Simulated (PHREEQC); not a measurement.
Make-up at 25 °C: 1.7 mol/kgw HCl, 0.073 mol/kgw CaCl2 and 1 mol/kgw LiCl. Closed to the air; pH follows from the charge balance.

Model: Pitzer model, pitzer.dat, run in PHREEQC.

**Question.** The ionic strength comes out as 2.92 mol/kgw. What activity coefficients do H+, Li+, Cl-, Ca+2 get?

**Answer.** H+ 2.7, Li+ 2.3, Cl- 0.57, Ca+2 1.3. Single-ion values are on the MacInnes scale.

Precipitation was switched off in this run. In brines, pH and single-ion activities rest on the MacInnes convention.
